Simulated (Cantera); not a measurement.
Cantera run:

```python
import numpy as np
import cantera as ct

gas_names = """
    B BH BH2 BH3 BN B2 H H2 N NH NH2 NH3 N2 N2H2 N2H4
""".split()
cond_names = """
    B(b) B(L) BN(s)
""".split()


# ... load() reads the species with a 1 bar reference pressure and builds the phases ...
atoms = {
    'B2H6': {'B': 2, 'H': 6},
    'NH3': {'N': 1, 'H': 3},
    'N2': {'N': 2},
}
top_T = {'BN(s)': 3200}  # K; cautious upper limits of use, not melting points


# ... equilibrate(T, P, feed) seeds the gas with the atoms and calls Mixture.equilibrate('TP', solver="vcs", rtol=1e-11, max_steps=5000) ...
results = []
feed = {'B2H6': 1, 'NH3': 0.48, 'N2': 4.6}  # mol
T = 2350  # K
for P in [10, 28, 77, 220, 600, 1700, 4600, 13000, 36000, 100000]:
    mix = equilibrate(T, P, feed)
    results.append((T, P, feed, dict(zip(mix.species_names, mix.species_moles))))

top = {s: max(r[3][s] / sum(r[3][g] for g in gas_names) for r in results) for s in gas_names}
cols = sorted((s for s in top if top[s] > 0.0001), key=lambda s: -top[s])[:9]
seen = [c for c in cond_names if any(r[3].get(c, 0) > 1e-12 for r in results)]
print("log10 of partial pressures in bar; condensed amounts in mol")
print(f"{'P/Pa':>10s}" + "".join(f"{s[:9]:>10s}" for s in cols + seen))
for T, P, feed, n in results:
    ng = sum(n[g] for g in gas_names)
    print(f"{P:10.4g}" + "".join(f"{np.log10(max(n[s] / ng * P / 1e5, 1e-99)):10.3f}" for s in cols)
          + "".join(f"{n.get(c, 0):10.4g}" for c in seen))
```

It prints:

```
log10 of partial pressures in bar; condensed amounts in mol
      P/Pa        N2        H2         H         B       BH2        BN        BH      B(L)     BN(s)
        10    -4.431    -5.028    -4.418    -4.817    -7.708    -7.332    -7.447         0         0
        28    -3.911    -4.301    -4.054    -4.728    -6.891    -6.983    -6.994     1.249         0
        77    -3.426    -3.700    -3.754    -4.728    -6.291    -6.740    -6.694     1.747         0
       220    -2.943    -3.150    -3.479    -4.728    -5.741    -6.499    -6.419      1.91         0
       600    -2.493    -2.662    -3.235    -4.728    -5.253    -6.274    -6.175     1.962         0
      1700    -2.031    -2.178    -2.993    -4.728    -4.769    -6.043    -5.933      1.98         0
      4600    -1.640    -1.673    -2.741    -4.908    -4.444    -6.028    -5.861         0     1.991
   1.3e+04    -1.185    -1.211    -2.509    -5.136    -4.209    -6.028    -5.857         0     1.996
   3.6e+04    -0.741    -0.762    -2.285    -5.358    -3.982    -6.028    -5.855         0     1.998
     1e+05    -0.296    -0.314    -2.061    -5.580    -3.757    -6.028    -5.853         0     1.999
```

Method: chemical equilibrium by Gibbs-energy minimisation in Cantera with the NASA 1993 tables (ideal gas, pure condensed phases). The feed counts by its element totals alone. The tables' values for BH2 are old estimates; treat these amounts as uncertain.
